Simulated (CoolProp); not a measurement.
Computed with CoolProp (reference Helmholtz-energy equation of state, Gao 2022).

Problem. For n-perfluorohexane, give the phase and the Z, cv (kJ/(kg K)), speed of sound (m/s), expansivity (1/kK) at 350 K and 3.2 MPa; 241.1 K and 6.92 MPa.

Solution. 
- 350 K and 3.2 MPa: liquid; Z 0.242, cv 0.920, speed of sound 402, expansivity 2.06
- 241.1 K and 6.92 MPa: liquid; Z 0.629, cv 0.766, speed of sound 694, expansivity 1.42
